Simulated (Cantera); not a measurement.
A perfectly stirred reactor is fed with NH3 : H2 = 1 : 0.49 (molar parts), at 0.133 bar; it is held at 1925 K, and followed from long to short residence time.

Computed with Cantera and the gas-phase N/H chemistry of the illustrative SiF4/NH3 mechanism in the Surface Chemkin manual (1991). Walls and surfaces, which speed up NH3 decomposition in real reactors, are not modelled.

What does this change do: NH3 1 to 0.53 parts?


```csv
quantity,before,after
x(NH3) at τ = 3.80 s,0.0734,0.0625
x(H2) at τ = 3.80 s,0.747,0.786
x(NH2) at τ = 3.80 s,0.000161,0.000144
x(N) at τ = 3.80 s,4.71e-7,4.70e-7
x(N2) at τ = 3.80 s,0.179,0.150
x(NH3) at τ = 0.160 s,0.487,0.389
x(H2) at τ = 0.160 s,0.457,0.568
x(NH2) at τ = 0.160 s,0.000564,0.000484
x(N) at τ = 0.160 s,3.95e-7,4.14e-7
x(N2) at τ = 0.160 s,0.0548,0.0429
```

What does this change do: NH3 1 to 0.45 parts?


| quantity | before | after |
|---|---|---|
| x(NH3) at τ = 3.80 s | 0.0734 | 0.0592 |
| x(H2) at τ = 3.80 s | 0.747 | 0.798 |
| x(NH2) at τ = 3.80 s | 0.000161 | 0.000139 |
| x(N) at τ = 3.80 s | 4.71e-7 | 4.70e-7 |
| x(N2) at τ = 3.80 s | 0.179 | 0.142 |
| x(NH3) at τ = 0.160 s | 0.487 | 0.361 |
| x(H2) at τ = 0.160 s | 0.457 | 0.599 |
| x(NH2) at τ = 0.160 s | 0.000564 | 0.000460 |
| x(N) at τ = 0.160 s | 3.95e-7 | 4.19e-7 |
| x(N2) at τ = 0.160 s | 0.0548 | 0.0396 |
